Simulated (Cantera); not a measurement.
# Silicon nitride deposition: SiHCl₃ + NH₃ + H₂

Feed: 1 mol SiHCl₃, 24 mol NH₃, 0.17 mol H₂, equilibrated at 0.180 Torr.

These are equilibrium values from Cantera (NASA tables, ideal gas, pure condensed phases), not measurements of a reactor. Candidate condensed phases: NH₄Cl, Si, Si₃N₄; 28 gas species. The tables' values for SiCl, SiN, SiCl₃ are old estimates; treat these amounts as uncertain. Gases not in the tables: Si₂H₆ and higher silanes. Kinetics and transport are ignored.

```json
[
 {"T (K)": "1348", "x H₂": "0.711", "x N₂": "0.230", "x H": "0.000126", "x HCl": "0.0579", "x Si": "7.66e-8", "n Si₃N₄(s)": "0.312", "n Si(s)": "0", "n Si(l)": "0"},
 {"T (K)": "1398", "x H₂": "0.712", "x N₂": "0.230", "x H": "0.000258", "x HCl": "0.0550", "x Si": "6.96e-7", "n Si₃N₄(s)": "0.289", "n Si(s)": "0", "n Si(l)": "0"},
 {"T (K)": "1448", "x H₂": "0.713", "x N₂": "0.231", "x H": "0.000502", "x HCl": "0.0505", "x Si": "5.40e-6", "n Si₃N₄(s)": "0.252", "n Si(s)": "0", "n Si(l)": "0"},
 {"T (K)": "1498", "x H₂": "0.714", "x N₂": "0.233", "x H": "0.000937", "x HCl": "0.0446", "x Si": "3.65e-5", "n Si₃N₄(s)": "0.203", "n Si(s)": "0", "n Si(l)": "0"},
 {"T (K)": "1548", "x H₂": "0.708", "x N₂": "0.239", "x H": "0.00167", "x HCl": "0.0425", "x Si": "0.000132", "n Si₃N₄(s)": "0", "n Si(s)": "0.562", "n Si(l)": "0"},
 {"T (K)": "1598", "x H₂": "0.707", "x N₂": "0.239", "x H": "0.00289", "x HCl": "0.0421", "x Si": "0.000390", "n Si₃N₄(s)": "0", "n Si(s)": "0.539", "n Si(l)": "0"},
 {"T (K)": "1648", "x H₂": "0.705", "x N₂": "0.238", "x H": "0.00483", "x HCl": "0.0417", "x Si": "0.00107", "n Si₃N₄(s)": "0", "n Si(s)": "0.492", "n Si(l)": "0"},
 {"T (K)": "1698", "x H₂": "0.701", "x N₂": "0.237", "x H": "0.00782", "x HCl": "0.0412", "x Si": "0.00274", "n Si₃N₄(s)": "0", "n Si(s)": "0", "n Si(l)": "0.396"},
 {"T (K)": "1748", "x H₂": "0.695", "x N₂": "0.236", "x H": "0.0123", "x HCl": "0.0414", "x Si": "0.00606", "n Si₃N₄(s)": "0", "n Si(s)": "0", "n Si(l)": "0.229"},
 {"T (K)": "1798", "x H₂": "0.684", "x N₂": "0.234", "x H": "0.0188", "x HCl": "0.0426", "x Si": "0.0111", "n Si₃N₄(s)": "0", "n Si(s)": "0", "n Si(l)": "0"},
 {"T (K)": "1848", "x H₂": "0.673", "x N₂": "0.232", "x H": "0.0281", "x HCl": "0.0463", "x Si": "0.0134", "n Si₃N₄(s)": "0", "n Si(s)": "0", "n Si(l)": "0"},
 {"T (K)": "1898", "x H₂": "0.659", "x N₂": "0.230", "x H": "0.0409", "x HCl": "0.0487", "x Si": "0.0152", "n Si₃N₄(s)": "0", "n Si(s)": "0", "n Si(l)": "0"},
 {"T (K)": "1948", "x H₂": "0.642", "x N₂": "0.228", "x H": "0.0584", "x HCl": "0.0496", "x Si": "0.0164", "n Si₃N₄(s)": "0", "n Si(s)": "0", "n Si(l)": "0"}
]
```
x: gas mole fraction; n: condensed amount in mol.

From 1348 K to 1498 K the condensed part is Si₃N₄(s). From 1548 K to 1648 K the condensed part is Si(s). From 1698 K to 1748 K the condensed part is Si(l). From 1798 K to 1948 K nothing is condensed. The main Si-bearing gas is SiCl₂ at 1348 K and Si at 1948 K.
